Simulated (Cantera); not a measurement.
# Thermodynamics of aluminium and copper etching, feed Al + HCl + N₂

Feed: 1 mol Al, a varied amount of HCl, 8.6 mol N₂, equilibrated at 525 °C and 17.0 Pa.

Equilibrium computed with Cantera from the NASA thermochemical tables; the gas is ideal and each condensed phase is pure. Candidate condensed phases: Al, AlCl₃, AlN, NH₄Cl; 20 gas species. Kinetics and transport are ignored.

```tsv
n(HCl) (mol)	x N₂	x HCl	x H₂	x AlCl₃	x Al₂Cl₆	x AlCl₂	n AlN(s)
1.4	0.871	0.0395	0.0539	0.0360	7.65e-7	1.75e-8	0.658
2.8	0.775	0.0631	0.0969	0.0646	2.47e-6	2.63e-8	0.296
4.1	0.705	0.0902	0.123	0.0820	3.97e-6	2.63e-8	0
5.5	0.632	0.184	0.110	0.0735	3.20e-6	1.10e-8	0
6.8	0.577	0.255	0.101	0.0671	2.66e-6	6.89e-9	0
8.2	0.528	0.319	0.0920	0.0613	2.23e-6	4.81e-9	0
9.6	0.486	0.373	0.0847	0.0565	1.89e-6	3.64e-9	0
```
x: gas mole fraction; n: condensed amount in mol.

From 1.4 mol HCl to 2.8 mol HCl the condensed part is AlN(s). From 4.1 mol HCl to 9.6 mol HCl nothing is condensed. The main Al-bearing gas is AlCl₃ throughout.
